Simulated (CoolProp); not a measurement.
Vapour-liquid equilibrium of diethyl ether (1) + n-hexane (2) at 785 kPa; x and y are mole fractions of (1).

Values from CoolProp's multi-fluid Helmholtz-energy mixture model, Thol 2014 and Thol 2019; pair parameters Bell 2016.

```json
[
 {"x": "0.05", "bubble temperature (K)": "421.4", "y at the bubble point": "0.103", "dew temperature at overall composition x (K)": "423.4", "liquid density (mol/L)": "6.108"},
 {"x": "0.2", "bubble temperature (K)": "411.8", "y at the bubble point": "0.347", "dew temperature at overall composition x (K)": "417.7", "liquid density (mol/L)": "6.399"},
 {"x": "0.35", "bubble temperature (K)": "404.1", "y at the bubble point": "0.528", "dew temperature at overall composition x (K)": "411.7", "liquid density (mol/L)": "6.684"},
 {"x": "0.5", "bubble temperature (K)": "397.7", "y at the bubble point": "0.669", "dew temperature at overall composition x (K)": "405.3", "liquid density (mol/L)": "6.974"},
 {"x": "0.65", "bubble temperature (K)": "392.2", "y at the bubble point": "0.786", "dew temperature at overall composition x (K)": "398.6", "liquid density (mol/L)": "7.275"},
 {"x": "0.8", "bubble temperature (K)": "387.2", "y at the bubble point": "0.886", "dew temperature at overall composition x (K)": "391.5", "liquid density (mol/L)": "7.593"},
 {"x": "0.95", "bubble temperature (K)": "382.7", "y at the bubble point": "0.974", "dew temperature at overall composition x (K)": "384.0", "liquid density (mol/L)": "7.930"}
]
```

No azeotrope shows between x = 0.05 and 0.95.

The pair parameters rest on a limited set of measurements; away from them the model extrapolates.
